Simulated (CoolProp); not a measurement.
Properties of dimethyl carbonate at several states.

The numbers come from the reference Helmholtz-energy equation of state, Zhou 2011 in CoolProp.

```tsv
T (°C)	p (bar)	phase	cp (kJ/(kg K))	Joule-Thomson coefficient (K/MPa)	isothermal compressibility (1/MPa)	fugacity coefficient
296.55	68.1	supercritical	4.472	3.947	0.1311	0.5589
33.05	4.3	liquid	1.843	-0.3159	0.0009491	0.02543
174.15	0.95	gas	1.565	12.23	10.67	0.9866
66.65	151	liquid	1.881	-0.3018	0.001065	0.004714
274.35	0.743	gas	1.771	6.869	13.53	0.9945
84.15	0.2	gas	1.335	24.37	50.30	0.9941
```
